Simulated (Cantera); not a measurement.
A perfectly stirred reactor is fed with CH4 : H2 : H = 0.015 : 1 : 0.043 (molar parts), at 14000 Pa; it is held at 1500 K, and followed from long to short residence time.

Computed with Cantera and GRI-Mech 3.0 (53 species, 325 reactions). GRI-Mech 3.0 stops at C3 and has no aromatics, soot or wall deposition, so with more carbon than oxygen in the feed, carbon stays in small species such as C2H2 where larger ones or solid carbon would form.

Q: What does this change do: CH4 0.015 to 0.022 parts?

A: 
```tsv
quantity	before	after
x(CH4) at τ = 0.310 s	0.0103	0.0150
x(H2) at τ = 0.310 s	0.987	0.982
x(H) at τ = 0.310 s	0.000390	0.000316
x(C2H2) at τ = 0.310 s	0.00190	0.00281
x(C2H) at τ = 0.310 s	1.41e-9	1.70e-9
x(CH4) at τ = 25.0 ms	0.0114	0.0165
x(H2) at τ = 25.0 ms	0.986	0.980
x(H) at τ = 25.0 ms	0.00128	0.00103
x(C2H2) at τ = 25.0 ms	0.00126	0.00190
x(C2H) at τ = 25.0 ms	3.08e-9	3.74e-9
```
